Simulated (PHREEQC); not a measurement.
Spent oxide etchant (model solution)

A solution holds 0.077 mol HF, 0.013 mol H2SiF6 and 0.03 mol HCl per kg of water, at 25 °C. Closed to the air; pH follows from the charge balance.

Model: ion-association model, wateq4f.dat, run in PHREEQC.

No solid was allowed to form.

Question: Estimate the pH.

Answer: pH 1.32.

Question: In which forms is F present?

Answer: SiF6-2 50 %, HF 37 %, H2F2 11 %, F- 0.7 % of the F.

wateq4f.dat counts part of the HF as a dimer, H2F2, which phreeqc.dat doesn't know; its constant is uncertain. SiF6-2 is the database's only silicon fluoride.
